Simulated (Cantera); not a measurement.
Input: 1 mol SiH4, 1.2 mol HCl, a varied amount of H2, at 1798.15 K and 1.00 bar.

Cantera equilibrium calculation (NASA polynomials, part measured and part estimated; ideal gas, pure solids and liquids). Candidate condensed phases: Si; 19 gas species. The tables' values for SiCl3, SiCl are old estimates; treat these amounts as uncertain. Gases not in the tables: Si2H6 and higher silanes. Kinetics and transport are ignored.

x: gas mole fraction; n: condensed amount in mol.

| n(H2) (mol) | x H2 | x HCl | x SiCl2 | x SiCl3 | x SiHCl3 | x SiCl4 | x H | n Si(l) |
|---|---|---|---|---|---|---|---|---|
| 1.3 | 0.806 | 0.126 | 0.0615 | 0.00441 | 0.000814 | 0.000511 | 0.000316 | 0.697 |
| 2 | 0.828 | 0.116 | 0.0507 | 0.00330 | 0.000618 | 0.000348 | 0.000321 | 0.713 |
| 3.2 | 0.856 | 0.103 | 0.0382 | 0.00215 | 0.000410 | 0.000197 | 0.000326 | 0.737 |
| 4.9 | 0.882 | 0.0882 | 0.0273 | 0.00131 | 0.000253 | 0.000101 | 0.000331 | 0.764 |
| 7.5 | 0.908 | 0.0729 | 0.0182 | 0.000708 | 0.000139 | 4.46e-5 | 0.000336 | 0.795 |
| 12 | 0.932 | 0.0564 | 0.0106 | 0.000315 | 6.26e-5 | 1.52e-5 | 0.000340 | 0.831 |
| 18 | 0.950 | ___ | ___ | 0.000141 | ___ | ___ | 0.000344 | 0.863 |
| 28 | 0.965 | 0.0317 | 0.00324 | 5.32e-5 | 1.08e-5 | 1.42e-6 | 0.000346 | 0.895 |
| 43 | 0.975 | 0.0226 | 0.00163 | 1.89e-5 | 3.85e-6 | 3.57e-7 | 0.000348 | 0.921 |
| 66 | 0.983 | ___ | ___ | 6.31e-6 | ___ | ___ | 0.000350 | 0.942 |
| 100 | 0.988 | 0.0109 | 0.000370 | 2.06e-6 | 4.21e-7 | 1.85e-8 | 0.000350 | 0.957 |

Problem. Complete the blanks.

Solution. 
- 18, x HCl: 0.0436
- 18, x SiCl2: 0.00620
- 18, x SiHCl3: 2.83e-5
- 18, x SiCl4: 5.20e-6
- 66, x HCl: 0.0157
- 66, x SiCl2: 0.000781
- 66, x SiHCl3: 1.29e-6
- 66, x SiCl4: 8.24e-8
